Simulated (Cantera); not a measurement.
Mixture: CH4 : O2 : N2 = 1 : 1.54 : 5.78 (molar parts), at 2330 Torr, adiabatic and at constant volume. Ignition delay is the time to a rise of 400 K.

Cantera simulation using GRI-Mech 3.0 (53 species, 325 reactions); the numbers are that mechanism's predictions, not measurements.

Q: What does this change do: 0.18 parts C2H6 added?

A: 
```tsv
quantity	before	after
delay at 1250 K	9.13 ms	0.831 ms
delay at 1300 K	4.87 ms	0.492 ms
delay at 1350 K	2.67 ms	0.306 ms
delay at 1400 K	1.50 ms	0.196 ms
delay at 1450 K	0.867 ms	0.128 ms
delay at 1500 K	0.513 ms	85.3 µs
apparent activation energy between 1400 and 1500 K	190 kJ/mol	150 kJ/mol
```

Q: What does this change do: pressure from 2330 Torr to 750 Torr?

A: 
```json
[
 {"quantity": "delay at 1250 K", "before": "9.13 ms", "after": "24.8 ms"},
 {"quantity": "delay at 1300 K", "before": "4.87 ms", "after": "12.7 ms"},
 {"quantity": "delay at 1350 K", "before": "2.67 ms", "after": "6.73 ms"},
 {"quantity": "delay at 1400 K", "before": "1.50 ms", "after": "3.68 ms"},
 {"quantity": "delay at 1450 K", "before": "0.867 ms", "after": "2.09 ms"},
 {"quantity": "delay at 1500 K", "before": "0.513 ms", "after": "1.22 ms"},
 {"quantity": "apparent activation energy between 1400 and 1500 K", "before": "190 kJ/mol", "after": "190 kJ/mol"}
]
```
